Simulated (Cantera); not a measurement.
Mixture: CO : H2 : CH4 : O2 : N2 = 1 : 0.093 : 1.4 : 2.79 : 10.5 (molar parts), equivalence ratio 1.2, at 66000 Pa, adiabatic and at constant pressure. Ignition delay is the time to a rise of 400 K.

Computed with Cantera and GRI-Mech 3.0 (53 species, 325 reactions). Below about 1000 K GRI-Mech 3.0 lacks low-temperature oxidation paths. Below about 950 K walls govern HO2 and H2O2 in real vessels.

Task: What does this change do: pressure from 66000 Pa to 3500000 Pa?

Result: 
| quantity | before | after |
|---|---|---|
| delay at 900 K | 2.11 s | 0.111 s |
| delay at 975 K | 0.867 s | 25.8 ms |
| delay at 1050 K | 0.323 s | 7.68 ms |
| delay at 1125 K | 0.114 s | 2.70 ms |
| delay at 1200 K | 40.4 ms | 1.07 ms |
| delay at 1275 K | 15.0 ms | 0.470 ms |
| apparent activation energy between 1125 and 1275 K | 160 kJ/mol | 140 kJ/mol |
The pressure lies above the range GRI-Mech 3.0 was tuned for (to about 10 atm).

Task: What does this change do: CO 1 to 1.7 parts?

Result: 
```csv
quantity,before,after
delay at 900 K,2.11 s,2.61 s
delay at 975 K,0.867 s,1.07 s
delay at 1050 K,0.323 s,0.380 s
delay at 1125 K,0.114 s,0.129 s
delay at 1200 K,40.4 ms,44.6 ms
delay at 1275 K,15.0 ms,16.2 ms
apparent activation energy between 1125 and 1275 K,160 kJ/mol,160 kJ/mol
```
